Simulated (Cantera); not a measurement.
A closed system holds: 1 mol BN, 0.28 mol N₂.

Method: chemical equilibrium by Gibbs-energy minimisation in Cantera with the NASA 1993 tables (ideal gas, pure condensed phases). Candidate condensed phases: B, BN; 5 gas species. Equilibrium is a limit: real reactors are often held back by kinetics, nucleation or transport.

Stable condensed phases, one row left out:

```
T in °C \ P in Pa
               1      10     100    1000   10000  100000 1000000
   1850        A       A       B       B       B       B       B
   1825        A       A       B       B       B       B       B
   1800        A       A       B       B       B       B       B
   1775        A       A       B       B       B       B       B
   1750        A       A       B       B       B       B       B
   1725        A       A       B       B       B       B       B
   1675        A       B       B       B       B       B       B
   1650        A       B       B       B       B       B       B
   1625        A       B       B       B       B       B       B
   1600        A       B       B       B       B       B       B
   1575        A       B       B       B       B       B       B
   1550        B       B       B       B       B       B       B
   1525        B       B       B       B       B       B       B
```

A: B; B: BN.

### Question
Give the row for 1700 °C.

### Answer
1: B; 10: BN; 100: BN; 1000: BN; 10000: BN; 100000: BN; 1000000: BN.
